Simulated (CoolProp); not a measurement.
Propylene along the isotherm 107.15 °C: density (kg/m³) from the reference equation and from simpler models built on Tc = 91.1 °C, pc = 4555 kPa, ω = 0.146; each cubic takes its own stable root.

The numbers come from the reference Helmholtz-energy equation of state, Lemmon 2013 in CoolProp.

| p (kPa) | phase | reference | ideal gas | Redlich-Kwong | Soave-Redlich-Kwong | Peng-Robinson |
|---|---|---|---|---|---|---|
| 144 | gas | 1.935 | 1.916 | 1.935 | 1.935 | 1.937 |
| 211 | gas | 2.848 | 2.808 | 2.848 | 2.847 | 2.852 |
| 310 | gas | 4.213 | 4.125 | 4.213 | 4.212 | 4.222 |
| 455 | gas | 6.246 | 6.055 | 6.246 | 6.244 | 6.267 |
| 669 | gas | 9.325 | 8.903 | 9.326 | 9.320 | 9.373 |
| 981 | gas | 14.00 | 13.06 | 14.00 | 13.99 | 14.10 |
| 1440 | gas | 21.31 | 19.16 | 21.32 | 21.28 | 21.55 |
| 2110 | gas | 33.15 | 28.08 | 33.16 | 33.07 | 33.71 |
| 3100 | gas | 54.21 | 41.25 | 54.24 | 53.95 | 55.57 |
| 4550 | gas | 101.1 | 60.55 | 101.3 | 99.49 | 104.5 |
| 6690 | supercritical | 301.2 | 89.03 | 263.1 | 253.3 | 274.9 |
| 9810 | supercritical | 375.5 | 130.6 | 333.8 | 328.9 | 362.5 |
| 14400 | supercritical | 415.4 | 191.6 | 380.6 | 377.3 | 417.8 |
| 21100 | supercritical | 447.9 | 280.8 | 420.6 | 418.2 | 464.1 |
| 31000 | supercritical | 478.3 | 412.5 | 458.2 | 456.5 | 506.9 |
| 45500 | supercritical | 508.3 | 605.5 | 494.2 | 492.9 | 547.3 |
